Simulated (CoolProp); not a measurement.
Vapour-liquid equilibrium of propane (1) + R236EA (2) at 0.338 MPa; x and y are mole fractions of (1).

The numbers come from the multi-fluid Helmholtz-energy mixture model, Lemmon 2009 and Rui 2013; pair parameters Bell 2016 in CoolProp.

Task: Give the bubble temperature and the first vapour's composition at x = 0.15, 0.35, 0.85. Is there an azeotrope?

Result: x = 0.15: 7.0 °C, y = 0.708; x = 0.35: -5.2 °C, y = 0.841; x = 0.85: -9.7 °C, y = 0.912. No azeotrope shows between x = 0.05 and 0.95.

The pair parameters rest on a limited set of measurements; away from them the model extrapolates. With so large a gap from Raoult's law the liquid may split in two, which this calculation doesn't test in full.
